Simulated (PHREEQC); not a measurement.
Solution (25 °C): 92 mmol/kgw RbOH, 1.3 mmol/kgw BaBr2 and 2.7 mmol/kgw NH3. Closed to the air; pH follows from the charge balance.

Equilibrium calculation in PHREEQC: ion-association model, wateq4f.dat.

```json
{
 "pH": "12.85",
 "ionic_strength": "0.0956 mol/kgw",
 "total_alkalinity": "94.7 meq/kg"
}
```

```tsv
species	molality	activity	log γ
Rb+	0.0920	0.0721	-0.106
OH-	0.0919	0.0703	-0.116
NH3	0.00270	0.00270	0.000
Br-	0.00260	0.00204	-0.106
Ba+2	0.00117	0.000445	-0.418
BaOH+	0.000135	0.000106	-0.105
```

This is a speciation only: nothing precipitates in the calculation.
